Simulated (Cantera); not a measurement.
A diamond (100) surface in a fixed gas of H2 with x(CH4) = 0.0058, x(H) = 0.00069, at 1325 K, 0.0592 atm; coverages are run to steady state.

Cantera simulation using the Harris–Goodwin 1993 mechanism for the reconstructed diamond (100) surface; the numbers are that mechanism's predictions, not measurements.

One state of this run: growth (µm/h) = 11.6; θ c6HH = 0.433; θ c6H* = 0.0458; θ c6*H = 0.470; θ c6** = 0.0149; θ c6HM = 0.00517. θ: site fractions in the mechanism's names (c6HH fully hydrogenated, c6H* and c6*H radical sites, c6** diradical, c6HM methylated).

Task: Which value of x(CH3) does it belong to?
(A) 0.0045
(B) 0.00019
(C) 1e-06
(D) 0.0016

Result: A, 0.0045
